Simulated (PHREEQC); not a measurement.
Dissolve 0.034 mol/kgw NaH2PO4, 0.00055 mol/kgw K2CO3 and 0.00062 mol/kgw Na2S at 25 °C. Closed to the air; pH follows from the charge balance.

The numbers come from PHREEQC with the ion-association model, phreeqc.dat.

```tsv
quantity	before	after
pH	5.79	5.94
ionic strength (mol/kgw)	0.0384	0.0400
H2PO4- (mol/kgw)	0.0318	0.0308
HPO4-2 (mol/kgw)	0.00209	0.00286
H2S (mol/kgw)	0.000570	0.000552
CO2 (mol/kgw)	0.000411	0.000373
```

Q: Which change was made?
A) 0.00048 mol/kgw Ca(OH)2 added
B) temperature from 25 to 10 °C
C) diluted 2-fold with water
D) K2CO3 from 0.00055 to 0.000275 mol/kgw

A: A, 0.00048 mol/kgw Ca(OH)2 added

This is a speciation only: nothing precipitates in the calculation.
